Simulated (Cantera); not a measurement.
A Cantera script and its output.

```python
import numpy as np
import cantera as ct

gas = ct.Solution("gri30.yaml")
gas.TPX = 1050, 101325, {'C3H8': 1, 'O2': 2.63, 'N2': 9.89}
reactor = ct.IdealGasConstPressureReactor(gas, energy="on", clone=False)
net = ct.ReactorNet([reactor])
net.rtol, net.atol = 1e-08, 1e-16
show = ['C3H8', 'O2', 'C2H4', 'NO', 'CH2CO', 'H', 'HCO']
times = np.geomspace(4e-06, 0.5, 11)

steps = ct.SolutionArray(gas, extra=["t"])
rows = []
print(f"{'t/s':>10s}{'T/K':>9s}{'P/Pa':>11s}" + "".join(f"{s:>11s}" for s in show))
for t in times:
    while net.time < t:
        t_next = net.step()
        steps.append(gas.state, t=t_next)
    rows.append([np.interp(t, steps.t, y) for y in (steps.T, steps.P, *steps(*show).X.T)])
    print(f"{t:10.3e}{rows[-1][0]:9.1f}{rows[-1][1]:11.4g}" + "".join(f"{x:11.3e}" for x in rows[-1][2:]))
rate = np.gradient(steps.T, steps.t)
print("integrator steps:", len(steps.t))
if steps.T.max() > steps.T[0] + 200:
    print(f"time of steepest temperature rise: {steps.t[rate.argmax()]:.4e} s")
gas.TPX = 1050, 101325, {'C3H8': 1, 'O2': 2.63, 'N2': 9.89}
gas.equilibrate("HP")
print(f"equilibrium (HP): T = {gas.T:.1f} K  " + "  ".join(f"{s} {gas[s].X[0]:.3e}" for s in show))
```

Output:

```
       t/s      T/K       P/Pa       C3H8         O2       C2H4         NO      CH2CO          H        HCO
 4.000e-06   1050.0  1.013e+05  7.396e-02  1.945e-01  5.574e-09  1.039e-24  2.648e-19  3.981e-11  4.023e-19
 1.293e-05   1050.0  1.013e+05  7.396e-02  1.945e-01  3.214e-08  9.607e-24  4.060e-17  5.868e-11  5.133e-18
 4.183e-05   1050.0  1.013e+05  7.396e-02  1.945e-01  1.340e-07  5.053e-23  2.737e-15  6.255e-11  6.517e-17
 1.352e-04   1050.0  1.013e+05  7.396e-02  1.945e-01  5.463e-07  2.861e-22  1.362e-13  8.374e-11  1.026e-15
 4.373e-04   1050.0  1.013e+05  7.396e-02  1.945e-01  2.908e-06  2.988e-21  8.228e-12  2.670e-10  2.729e-14
 1.414e-03   1050.0  1.013e+05  7.394e-02  1.945e-01  2.249e-05  6.704e-20  7.034e-10  9.170e-10  8.664e-13
 4.573e-03   1049.9  1.013e+05  7.384e-02  1.945e-01  1.208e-04  5.140e-19  2.230e-08  1.016e-09  5.935e-12
 1.479e-02   1049.7  1.013e+05  7.346e-02  1.943e-01  4.706e-04  2.504e-18  3.367e-07  1.219e-09  2.425e-11
 4.782e-02   1049.4  1.013e+05  7.206e-02  1.938e-01  1.773e-03  1.529e-17  4.589e-06  2.089e-09  1.037e-10
 1.546e-01   1057.7  1.013e+05  6.200e-02  1.880e-01  1.085e-02  6.293e-16  1.385e-04  2.569e-08  2.132e-09
 5.000e-01   2280.7  1.013e+05  1.416e-33  2.599e-06  5.876e-18  4.598e-05  3.474e-14  3.104e-03  9.753e-08
integrator steps: 2527
time of steepest temperature rise: 1.8199e-01 s
equilibrium (HP): T = 2280.7 K  C3H8 1.818e-33  O2 2.599e-06  C2H4 6.521e-18  NO 4.583e-05  CH2CO 3.859e-14  H 3.104e-03  HCO 9.753e-08
```

Model: GRI-Mech 3.0 (53 species, 325 reactions), integrated in Cantera. GRI-Mech 3.0 was tuned for natural gas; its chemistry of propane as a main component is partial and can be far from experiment.
